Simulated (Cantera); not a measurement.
Input: 1 mol SiCl4, 4.6 mol HCl, 0.81 mol H2, held at 900 K and 6900 Torr.

Equilibrium computed with Cantera from the NASA thermochemical tables; the gas is ideal and each condensed phase is pure. Candidate condensed phases: Si; 19 gas species. Equilibrium is a limit: real reactors are often held back by kinetics, nucleation or transport.

Base state: HCl 0.718, SiCl4 0.156, H2 0.126, SiHCl3 7.79e-5 (mole fractions); condensed: gas only.

Problem. What changes in the equilibrium state with this change: temperature from 900 K to 1600 K?

Solution. 
```
species   before     after
-------  -------  --------
HCl        0.718     0.726
SiCl4      0.156     0.144
H2         0.126     0.118
SiCl2      <1e-9  0.000768
Cl         <1e-9   2.99e-5
SiCl3    3.01e-7   0.00671
SiH2Cl2  3.69e-9   1.33e-5
```
The tables' values for SiCl3 are old estimates; treat these amounts as uncertain.
